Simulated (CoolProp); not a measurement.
Saturation properties of cyclopentane.

Computed with CoolProp (reference Helmholtz-energy equation of state, Gedanitz 2015).

```csv
T (K),p (bar),liquid density (kg/m³),vapour density (kg/m³),enthalpy of vaporisation (kJ/kg),liquid cp (kJ/(kg K)),liquid conductivity (mW/(m K))
245.5,0.03133,790.4,0.1079,441.5,1.586,147
262.5,0.08302,774.6,0.2682,430.5,1.651,140
279.6,0.1927,758.5,0.5873,419.2,1.724,134
296.6,0.3982,741.9,1.153,407.7,1.803,127
313.7,0.7543,724.8,2.087,395.7,1.889,121
330.7,1.321,707.1,3.518,383.1,1.979,115
347.8,2.179,688.6,5.627,369.5,2.073,109
364.8,3.403,669.3,8.584,355.0,2.172,103
381.9,5.099,648.9,12.66,339.0,2.275,97.1
398.9,7.343,627.3,18.12,321.7,2.384,91.7
416,10.27,604.0,25.43,302.2,2.504,86.5
433,13.95,578.8,35.09,280.5,2.640,81.7
450.1,18.57,550.6,48.16,255.3,2.810,77.1
```

It boils at 322.4 K under 1 atm.

Thermal conductivity comes from a separate model (Vassiliou 2015).
